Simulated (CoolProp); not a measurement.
The numbers come from the reference Helmholtz-energy equation of state, Wagner 2002 in CoolProp.

Question: For water, give the phase and the cp (kJ/(kg K)), cv (kJ/(kg K)), isothermal compressibility (1/MPa) at 343.05 °C and 92900 kPa.

Answer: 
- 343.05 °C and 92900 kPa: liquid; cp 4.63, cv 2.90, isothermal compressibility 0.00139
